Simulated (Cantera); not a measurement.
Feed: 1 mol AlCl3, 0.68 mol HCl, 12 mol N2, held at 2048 K and 26.0 Pa.

Equilibrium computed with Cantera from the NASA thermochemical tables; the gas is ideal and each condensed phase is pure. Candidate condensed phases: Al, AlCl3, AlN, NH4Cl; 20 gas species. The tables' values for AlCl2 are old estimates; treat these amounts as uncertain. Rates play no part.

Base state: N2 0.765, Cl 0.128, AlCl 0.0590, HCl 0.0374, AlCl2 0.00417, H 0.00416, H2 0.000897, AlCl3 0.000521 (mole fractions); condensed: gas only.

**Question.** What changes in the equilibrium state with this change: pressure from 26.0 Pa to 0.810 bar?

**Answer.** 
```csv
species,before,after
N2,0.765,0.873
AlCl3,0.000521,0.0682
HCl,0.0374,0.0489
Cl,0.128,0.00549
AlCl,0.0590,0.000435
Al,0.000133,7.40e-9
H,0.00416,4.08e-5
```
